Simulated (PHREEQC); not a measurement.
A solution holds 0.072 mol/kgw HF, 4.7e-05 mol/kgw NH4HF2 and 0.031 mol/kgw H3PO4, at 25 °C. Closed to the air; pH follows from the charge balance.

The numbers come from PHREEQC with the ion-association model, wateq4f.dat.

This is a speciation only: nothing precipitates in the calculation.

Question: Order these F species by the share of F that they hold, largest first: F-, HF2-, H2F2, HF.

Answer: HF (74 %), H2F2 (20 %), F- (4.2 %), HF2- (1.7 %)

The pH is 1.87 and the ionic strength 0.0149 mol/kgw. Species that the database lacks are ignored. wateq4f.dat counts part of the HF as a dimer, H2F2, which phreeqc.dat doesn't know; its constant is uncertain. H3PO4, which wateq4f.dat lacks, is added to it with the constant of phreeqc.dat.
